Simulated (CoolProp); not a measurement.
Vapour-liquid equilibrium of CHF3 (R23) (1) + CH2F2 (R32) (2) at 205.4 K; x and y are mole fractions of (1).

Model: multi-fluid Helmholtz-energy mixture model, Penoncello 2003 and Tillner-Roth 1997; pair parameters Bell 2016, in CoolProp.

| x | bubble pressure (MPa) | y at the bubble point | dew pressure at overall composition x (MPa) | liquid density (mol/L) |
|---|---|---|---|---|
| 0.05 | 0.05037 | 0.215 | 0.04320 | 23.92 |
| 0.15 | 0.06828 | 0.476 | 0.04728 | 23.47 |
| 0.25 | 0.08611 | 0.630 | 0.05221 | 23.02 |
| 0.35 | 0.1038 | 0.730 | 0.05827 | 22.58 |
| 0.45 | 0.1213 | 0.802 | 0.06591 | 22.15 |
| 0.55 | 0.1386 | 0.856 | 0.07583 | 21.72 |
| 0.65 | 0.1558 | 0.898 | 0.08918 | 21.30 |
| 0.75 | 0.1729 | 0.933 | 0.1081 | 20.88 |
| 0.85 | 0.1902 | 0.962 | 0.1365 | 20.47 |
| 0.95 | 0.2077 | 0.988 | 0.1827 | 20.06 |

No azeotrope shows between x = 0.05 and 0.95.

Pair parameters are fitted to limited data, so mixtures are less certain than the pure fluids.
